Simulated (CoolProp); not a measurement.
Vapour-liquid equilibrium of propane (1) + sulfur dioxide (2) at 1.12 MPa; x and y are mole fractions of (1).

The numbers come from the multi-fluid Helmholtz-energy mixture model, Lemmon 2009 and Gao 2016; pair parameters Bell 2016 in CoolProp.

Question: Give the bubble temperature and the first vapour's composition at x = 0.05, 0.65, 0.8. Is there an azeotrope?

Answer: x = 0.05: 317.5 K, y = 0.354; x = 0.65: 298.9 K, y = 0.681; x = 0.8: 299.2 K, y = 0.754. y crosses x between x = 0.65 and 0.8: the model has an azeotrope there.

Pair parameters are fitted to limited data, so mixtures are less certain than the pure fluids. With so large a gap from Raoult's law the liquid may split in two, which this calculation doesn't test in full.
